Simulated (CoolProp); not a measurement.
A single-stage vapour-compression cycle with the fluid: evaporating at 243.15 K (dew point), condensing at 302.15 K (bubble point), superheat 8 K, subcooling 5 K, compressor efficiency 0.6, no pressure losses. The same conditions are run with several fluids, on thermodynamics alone (safety and materials aside).

Model: reference Helmholtz-energy equation of state of each fluid (R236FA: Pan 2012; C3F8 (R218): Lemmon 2006; cis-2-butene: Lemmon 2005; R410A: Lemmon 2003; propylene: Lemmon 2013; hydrogen sulfide: Lemmon 2006), in CoolProp. Blends and air are pseudo-pure fits.

```tsv
fluid	cooling COP	pressure ratio	discharge temperature (K)	refrigerating effect (kJ/kg)	volumetric capacity (kJ/m³)
R236FA	1.93	11.9	329.8	115	221
C3F8 (R218)	1.53	7.07	307.0	50.9	662
cis-2-butene	2.08	10.7	365.0	340	210
R410A	1.86	6.83	377.1	179	1800
propylene	1.94	6.02	360.0	298	1340
hydrogen sulfide	1.90	5.83	463.4	403	2650
```
